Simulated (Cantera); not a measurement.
Feed: 1 mol HMDSO, 0.37 mol O2, held at 11.3 Torr.

Cantera equilibrium calculation (NASA polynomials, part measured and part estimated; ideal gas, pure solids and liquids). Candidate condensed phases: C, C6H6, C7H8, C8H18, H2O, Si, SiC, SiO2; 123 gas species. The feed counts by its element totals alone. Mutual solubility and eutectic melting of coexisting phases are not modelled. The tables hold silica as quartz up to 1696 K and as liquid above; real silica turns to tridymite and cristobalite and melts near 1996 K. The numbers say what is thermodynamically allowed, not how fast it happens. All values below are at 1273 K.

Base state: H2 0.979, CO 0.0206, CH4 0.000135, SiO 1.31e-5 (mole fractions); condensed: C(graphite) + SiC(s) + SiO2(β-quartz).

Question: What changes in the equilibrium state with this change: O2 from 0.37 to 14 mol?

Answer: 
```csv
species,before,after
H2O,3.59e-6,0.529
CO2,4.56e-8,0.353
O2,<1e-9,0.118
H2,0.979,6.71e-7
CO,0.0206,7.40e-7
SiO,1.31e-5,<1e-9
CH4,0.000135,<1e-9
OH,<1e-9,4.34e-5
"C(graphite), mol",4.59,0
"SiC(s), mol",1.22,0
"SiO2(β-quartz), mol",0.775,2.00
```
